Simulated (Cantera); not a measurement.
A closed system holds: 1 mol Si₂Cl₆, 40 mol NH₃, 76 mol N₂, held at 98.0 Pa.

Equilibrium computed with Cantera from the NASA thermochemical tables; the gas is ideal and each condensed phase is pure. Candidate condensed phases: NH₄Cl, Si, Si₃N₄; 28 gas species. The feed counts by its element totals alone. Gases not in the tables: Si₂H₆ and higher silanes. Kinetics and transport are ignored.

What share of the Si ends up in condensed phases as a function of T (K), at 723, 823, 923, 1023, 1123, 1223, 1323, 1423, 1523, 1623, 1723, 1823, 1923?


```
T (K)  Si condensed (%)        as
-----  ----------------  --------
723               100.0  Si₃N₄(s)
823               100.0  Si₃N₄(s)
923               100.0  Si₃N₄(s)
1023              100.0  Si₃N₄(s)
1123              100.0  Si₃N₄(s)
1223               99.8  Si₃N₄(s)
1323               98.8  Si₃N₄(s)
1423               94.3  Si₃N₄(s)
1523               80.4  Si₃N₄(s)
1623               54.1  Si₃N₄(s)
1723               41.4     Si(l)
1823               13.3     Si(l)
1923                0.0         -
```
